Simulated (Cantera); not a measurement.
# Adiabatic ignition

An adiabatic, constant-volume homogeneous reactor starts with CH₄ : CO : O₂ : N₂ : CO₂ = 1 : 0.12 : 3.68 : 13.8 : 0.93 (molar parts), equivalence ratio 0.56, at 1698 K and 970000 Pa.

Computed with Cantera and GRI-Mech 3.0 (53 species, 325 reactions).

```json
[
 {"t (s)": "2.00e-6", "T (K)": "1698", "P (bar)": "9.70", "x CH₄": "0.0512", "x CO": "0.00614", "x O₂": "0.188", "x C₂H₆": "1.16e-7", "x HO₂": "5.49e-6", "x OH": "4.92e-7", "x H₂O₂": "8.95e-8"},
 {"t (s)": "9.02e-6", "T (K)": "1698", "P (bar)": "9.70", "x CH₄": "0.0507", "x CO": "0.00615", "x O₂": "0.188", "x C₂H₆": "2.69e-5", "x HO₂": "1.90e-5", "x OH": "3.34e-6", "x H₂O₂": "3.72e-7"},
 {"t (s)": "4.07e-5", "T (K)": "2803", "P (bar)": "16.2", "x CH₄": "<1e-12", "x CO": "0.0128", "x O₂": "0.0840", "x C₂H₆": "<1e-12", "x HO₂": "2.81e-5", "x OH": "0.0130", "x H₂O₂": "1.35e-6"},
 {"t (s)": "0.000184", "T (K)": "2794", "P (bar)": "16.1", "x CH₄": "<1e-12", "x CO": "0.0121", "x O₂": "0.0802", "x C₂H₆": "<1e-12", "x HO₂": "2.66e-5", "x OH": "0.0125", "x H₂O₂": "1.31e-6"},
 {"t (s)": "0.000829", "T (K)": "2776", "P (bar)": "16.0", "x CH₄": "<1e-12", "x CO": "0.0116", "x O₂": "0.0751", "x C₂H₆": "<1e-12", "x HO₂": "2.44e-5", "x OH": "0.0118", "x H₂O₂": "1.23e-6"},
 {"t (s)": "0.00374", "T (K)": "2774", "P (bar)": "16.0", "x CH₄": "<1e-12", "x CO": "0.0116", "x O₂": "0.0745", "x C₂H₆": "<1e-12", "x HO₂": "2.41e-5", "x OH": "0.0117", "x H₂O₂": "1.22e-6"},
 {"t (s)": "0.0169", "T (K)": "2774", "P (bar)": "16.0", "x CH₄": "<1e-12", "x CO": "0.0116", "x O₂": "0.0745", "x C₂H₆": "<1e-12", "x HO₂": "2.41e-5", "x OH": "0.0117", "x H₂O₂": "1.22e-6"},
 {"t (s)": "0.0762", "T (K)": "2774", "P (bar)": "16.0", "x CH₄": "<1e-12", "x CO": "0.0116", "x O₂": "0.0745", "x C₂H₆": "<1e-12", "x HO₂": "2.41e-5", "x OH": "0.0117", "x H₂O₂": "1.22e-6"},
 {"t (s)": "0.344", "T (K)": "2774", "P (bar)": "16.0", "x CH₄": "<1e-12", "x CO": "0.0116", "x O₂": "0.0745", "x C₂H₆": "<1e-12", "x HO₂": "2.41e-5", "x OH": "0.0117", "x H₂O₂": "1.22e-6"},
 {"t (s)": "1.55", "T (K)": "2774", "P (bar)": "16.0", "x CH₄": "<1e-12", "x CO": "0.0116", "x O₂": "0.0745", "x C₂H₆": "<1e-12", "x HO₂": "2.41e-5", "x OH": "0.0117", "x H₂O₂": "1.22e-6"},
 {"t (s)": "7.00", "T (K)": "2774", "P (bar)": "16.0", "x CH₄": "<1e-12", "x CO": "0.0116", "x O₂": "0.0745", "x C₂H₆": "<1e-12", "x HO₂": "2.41e-5", "x OH": "0.0117", "x H₂O₂": "1.22e-6"}
]
```
x: mole fraction; the columns are a selection and need not sum to one.

```json
{
 "time_of_steepest_temperature_rise": "31.2 µs",
 "temperature at 7.00 s": "2774 K",
 "equilibrium_temperature": "2774 K",
 "x(CH₄) at 7.00 s": "<1e-12 (gas-phase equilibrium <1e-12)",
 "x(CO) at 7.00 s": "0.0116 (gas-phase equilibrium 0.0116)",
 "x(O₂) at 7.00 s": "0.0745 (gas-phase equilibrium 0.0745)"
}
```
